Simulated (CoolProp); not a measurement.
Vapour-liquid equilibrium of n-octane (1) + ethylbenzene (2) at 0.00149 MPa; x and y are mole fractions of (1).

Values from CoolProp's multi-fluid Helmholtz-energy mixture model, Beckmüller 2019 and Zhou 2012; pair parameters Bell 2016.

| x | bubble temperature (°C) | y at the bubble point | dew temperature at overall composition x (°C) | liquid density (mol/L) |
|---|---|---|---|---|
| 0.05 | 26.8 | 0.098 | 27.2 | … |
| 0.2 | … | … | 25.8 | 7.628 |
| 0.35 | … | … | 24.3 | 7.301 |
| 0.5 | 22.3 | 0.594 | 23.0 | 6.999 |
| 0.65 | 21.7 | 0.707 | 22.0 | 6.719 |
| 0.8 | 21.2 | 0.823 | 21.3 | 6.460 |
| 0.95 | 21.0 | 0.952 | 21.0 | 6.219 |

Problem. What belongs in the gaps?

Solution. 
- 0.05, liquid density (mol/L): 7.979
- 0.2, bubble temperature (°C): 24.7
- 0.2, y at the bubble point: 0.316
- 0.35, bubble temperature (°C): 23.3
- 0.35, y at the bubble point: 0.469

No azeotrope shows between x = 0.05 and 0.95.

The pair parameters rest on a limited set of measurements; away from them the model extrapolates.
